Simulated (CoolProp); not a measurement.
Vapour-liquid equilibrium of CHF3 (R23) (1) + R152A (2) at 201.7 K; x and y are mole fractions of (1).

Computed with CoolProp (multi-fluid Helmholtz-energy mixture model, Penoncello 2003 and Outcalt 1996; pair parameters Bell 2016).

```tsv
x	bubble pressure (MPa)	y at the bubble point	dew pressure at overall composition x (MPa)	liquid density (mol/L)
0.05	0.01398	0.529	0.007239	16.90
0.2	0.03696	0.848	0.008528	?
0.35	0.06203	0.926	0.01037	17.92
0.5	0.08852	0.960	?	18.44
0.65	0.1158	0.979	0.01829	18.95
0.8	0.1432	0.990	0.02961	19.45
0.95	0.1707	0.998	?	19.92
```

### Question
Complete the blanks.

### Answer

- 0.2, liquid density (mol/L): 17.40
- 0.5, dew pressure at overall composition x (MPa): 0.01324
- 0.95, dew pressure at overall composition x (MPa): 0.07859

No azeotrope shows between x = 0.05 and 0.95.

The pair parameters rest on a limited set of measurements; away from them the model extrapolates.
